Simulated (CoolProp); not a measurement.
Computed with CoolProp (reference Helmholtz-energy equation of state, Gao 2022).

Question: For n-perfluorohexane, give the phase and the density (kg/m³), cv (kJ/(kg K)), speed of sound (m/s) at 450 K and 43.5 bar; 450 K and 131 bar.

Answer: 
- 450 K and 43.5 bar: supercritical; density 1150, cv 1.03, speed of sound 169
- 450 K and 131 bar: supercritical; density 1330, cv 1.02, speed of sound 310
